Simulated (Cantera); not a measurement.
# Thermodynamics of oxide etching and cleaning by halides, feed SiO2 + HBr + N2

Charge: 1 mol SiO2, 5 mol HBr, 37 mol N2, at 1350 K.

These are equilibrium values from Cantera (NASA tables, ideal gas, pure condensed phases), not measurements of a reactor. Candidate condensed phases: Br2, H2O, Si, SiO2, Si2N2O, Si3N4; 45 gas species. The tables hold silica as quartz up to 1696 K and as liquid above; real silica turns to tridymite and cristobalite and melts near 1996 K. Equilibrium is a limit: real reactors are often held back by kinetics, nucleation or transport.

```tsv
P (Pa)	x N2	x HBr	x Br	x H2	n SiO2(β-quartz)
1	0.857	0.0619	0.0539	0.0267	0.992
3.60	0.863	0.0763	0.0404	0.0201	0.996
13	0.868	0.0883	0.0290	0.0144	0.998
46	0.872	0.0975	0.0203	0.0101	0.999
170	0.875	0.104	0.0137	0.00688	1.000
600	0.877	0.109	0.00928	0.00467	1.000
2200	0.878	0.112	0.00611	0.00311	1.000
7700	0.879	0.115	0.00405	0.00211	1.000
28000	0.880	0.116	0.00261	0.00143	1.000
100000	0.880	0.117	0.00166	0.00101	0.999
```
x: gas mole fraction; n: condensed amount in mol.

From 0.00750 Torr to 750 Torr the condensed part is SiO2(β-quartz). The main Si-bearing gas is SiO at 0.00750 Torr and SiBr4 at 750 Torr.
